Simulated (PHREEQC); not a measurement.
A made-up water analysis in mg/L, 45 °C, pH 6.65, pe 12.4:

```
constituent           mg/L
------------------  ------
Na                     199
K                     57.4
Ca                     327
Mg                    26.8
Cl                     101
S(6) as SO4            532
Alkalinity as HCO3     885
F                     4.86
Cd                      12
B                    0.251
Li                  0.0602
```

Cl is adjusted to close the charge balance.
Valence states are taken as typed.

Model: ion-association model, wateq4f.dat, run in PHREEQC.

Precipitation was switched off in this run.

### Question
Order these F species by the share of F that they hold, largest first: F-, CaF+, MgF+, NaF.

### Answer
F- (93 %), CaF+ (3.8 %), MgF+ (3.3 %), NaF (0.31 %)

The pH is 6.65 and the ionic strength 0.0353 mol/kgw. Examples of supersaturated solids here: Otavite, Fluorite. Others may be too. Away from 25 °C the constants follow the database's enthalpies or fits; those with neither stay at their 25 °C values. Real BF4- forms and hydrolyses slowly; the run takes it at equilibrium. The database's cadmium carbonate complexes are estimates of doubtful size.
